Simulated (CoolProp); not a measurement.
A Linde-Hampson liquefier for nitrogen: isothermal reversible compression at 290 K from 1 atm to 20 MPa, throttling to 1 atm, return gas leaving the recuperator 5 K below the feed. Each further row changes one setting.

Computed with CoolProp (reference Helmholtz-energy equation of state, Span 2000).

```csv
case,liquid yield per pass,compression work (kJ/kg of gas)
as stated,0.071,455
high pressure 40 MPa,?,522
warm-end temperature 320 K,0.049,?
warm-end gap 10 K,?,455
```

Q: What belongs in the gaps?

A: 
- high pressure 40 MPa, liquid yield per pass: 0.091
- warm-end temperature 320 K, compression work (kJ/kg of gas): 505
- warm-end gap 10 K, liquid yield per pass: 0.059
